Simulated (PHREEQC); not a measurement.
**Acid mine or pickling water: speciation**

Model water analysis in mg/kgw, 25 °C, pH 2.69, pe 9: Na 128; K 62.5; Ca 641; Mg 41.4; Cl 270; S(6) as SO4 1910; O(0) (dissolved oxygen) 1.28; P as PO4 4.75; Si as SiO2 78.1; Br 0.6.

Valence states are taken as typed.

Equilibrium calculation in PHREEQC: ion-association model, phreeqc.dat.

Each row changes one thing in this solution. This is a speciation only: nothing precipitates in the calculation.

```tsv
case	ionic strength (mol/kgw)	SO4-2 (mol/kgw)	Ca+2 (mol/kgw)	HSO4- (mol/kgw)	Mg+2 (mol/kgw)	H2PO4- (mol/kgw)	SI of Gypsum (CaSO4:2H2O)	SI of SiO2(a) (SiO2)
as made	0.0589	0.0127	0.0110	0.00137	0.00106	3.61e-5	+0.03	-0.17
P from 4.75 to 14.2 mg/kgw	0.0589	0.0127	0.0110	0.00137	0.00106	…	+0.03	-0.17
temperature from 25 to 30 °C at the same typed pH	0.0584	0.0125	0.0110	…	0.00102	…	+0.02	-0.21
Na from 128 to 256 mg/kgw	0.0619	0.0127	0.0111	0.00135	0.00108	3.61e-5	+0.02	-0.17
```

Question: Complete the blanks.

Answer: 
- P from 4.75 to 14.2 mg/kgw, H2PO4- (mol/kgw): 0.000108
- temperature from 25 to 30 °C at the same typed pH, HSO4- (mol/kgw): 0.00150
- temperature from 25 to 30 °C at the same typed pH, H2PO4- (mol/kgw): 3.54e-5

Some of these states are supersaturated (in Quartz (slow to form), Chalcedony (slow to form), for instance).
